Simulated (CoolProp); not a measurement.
Properties of CH2F2 (R32) at several states (Tc = 78.1 °C, pc = 5.783 MPa, ω = 0.277).

The numbers come from the reference Helmholtz-energy equation of state, Tillner-Roth 1997 in CoolProp.

```
T (°C)  p (MPa)   phase  expansivity (1/kK)  viscosity (µPa s)  Prandtl number
------  -------  ------  ------------------  -----------------  --------------
39.55      1.99     gas               8.325               14.5            1.16
-43.25     5.14  liquid               2.279                279            2.33
102.15   0.0105     gas               2.670               16.7           0.786
43.65      9.03  liquid               4.468                102            1.54
```

Viscosity comes from a separate model (Bell 2016), an estimate that may be off by 10 % or more. Thermal conductivity comes from a separate model (Huber 2003), an estimate that may be off by 10 % or more.
